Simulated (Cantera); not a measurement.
An isothermal, constant-pressure homogeneous reactor starts with CH4 : H2 : N2 = 0.0051 : 1 : 0.0049 (molar parts), at 2000 K and 0.0263 atm. Integrator tolerance rtol = 1e-08.

Model: GRI-Mech 3.0 (53 species, 325 reactions), integrated in Cantera. GRI-Mech 3.0 stops at C3 and has no aromatics, soot or wall deposition, so with more carbon than oxygen in the feed, carbon stays in small species such as C2H2 where larger ones or solid carbon would form. Radical loss at walls, strong at low pressure, is not modelled.

**Question.** What does this change do: temperature 2000 to 2725 K?

**Answer.** 
| quantity | before | after |
|---|---|---|
| x(CH4) at 200 s | 1.96e-5 (gas-phase equilibrium 1.59e-5) | 3.36e-7 (gas-phase equilibrium 3.38e-7) |
| x(H2) at 200 s | 0.983 (gas-phase equilibrium 0.983) | 0.677 (gas-phase equilibrium 0.677) |
| x(C2H6) at 200 s | 5.72e-12 (gas-phase equilibrium 3.77e-12) | <1e-12 (gas-phase equilibrium <1e-12) |
| x(CH2) at 200 s | 5.12e-8 (gas-phase equilibrium 4.16e-8) | 2.15e-6 (gas-phase equilibrium 2.16e-6) |
| x(CH3) at 200 s | 3.91e-6 (gas-phase equilibrium 3.18e-6) | 2.66e-6 (gas-phase equilibrium 2.68e-6) |
| x(C2H4) at 200 s | 4.36e-7 (gas-phase equilibrium 2.85e-7) | 7.30e-9 (gas-phase equilibrium 7.27e-9) |
| x(C2H2) at 200 s | 0.00248 (gas-phase equilibrium 0.00162) | 0.00116 (gas-phase equilibrium 0.00116) |

**Question.** What does this change do: H2 1 to 0.23 parts?

**Answer.** 
| quantity | before | after |
|---|---|---|
| x(CH4) at 200 s | 1.96e-5 (gas-phase equilibrium 1.59e-5) | 3.84e-5 (gas-phase equilibrium 3.13e-5) |
| x(H2) at 200 s | 0.983 (gas-phase equilibrium 0.983) | 0.960 (gas-phase equilibrium 0.960) |
| x(C2H6) at 200 s | 5.72e-12 (gas-phase equilibrium 3.77e-12) | 2.24e-11 (gas-phase equilibrium 1.49e-11) |
| x(CH2) at 200 s | 5.12e-8 (gas-phase equilibrium 4.16e-8) | 1.03e-7 (gas-phase equilibrium 8.38e-8) |
| x(CH3) at 200 s | 3.91e-6 (gas-phase equilibrium 3.18e-6) | 7.73e-6 (gas-phase equilibrium 6.32e-6) |
| x(C2H4) at 200 s | 4.36e-7 (gas-phase equilibrium 2.85e-7) | 1.76e-6 (gas-phase equilibrium 1.15e-6) |
| x(C2H2) at 200 s | 0.00248 (gas-phase equilibrium 0.00162) | 0.0103 (gas-phase equilibrium 0.00673) |
